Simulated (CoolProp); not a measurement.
Saturation properties of n-perfluorohexane (Tc = 448.0 K, pc = 1.742 MPa, ω = 0.497).

The numbers come from the reference Helmholtz-energy equation of state, Gao 2022 in CoolProp.

| T (K) | p (MPa) | liquid density (kg/m³) | vapour density (kg/m³) | enthalpy of vaporisation (kJ/kg) | liquid cp (kJ/(kg K)) |
|---|---|---|---|---|---|
| 232.6 | 0.0005661 | 1859 | 0.09905 | 109.4 | 0.9443 |
| 250.1 | 0.002107 | 1811 | 0.3436 | 105.0 | 0.9716 |
| 267.6 | 0.006332 | 1763 | 0.9693 | 100.7 | 0.9990 |
| 285.1 | 0.01606 | 1713 | 2.327 | 96.41 | 1.026 |
| 302.6 | 0.03561 | 1663 | 4.925 | 91.97 | 1.054 |
| 320.2 | 0.07108 | 1610 | 9.480 | 87.29 | 1.082 |
| 337.7 | 0.1294 | 1554 | 16.84 | 82.33 | 1.110 |
| 355.2 | 0.2194 | 1494 | 28.23 | 76.92 | 1.141 |
| 372.7 | 0.3511 | 1428 | 45.39 | 70.89 | 1.176 |
| 390.3 | 0.5368 | 1351 | 71.28 | 63.91 | 1.220 |
| 407.8 | 0.7882 | 1259 | 111.0 | 55.52 | 1.286 |

It boils at 330.3 K under 1 atm.
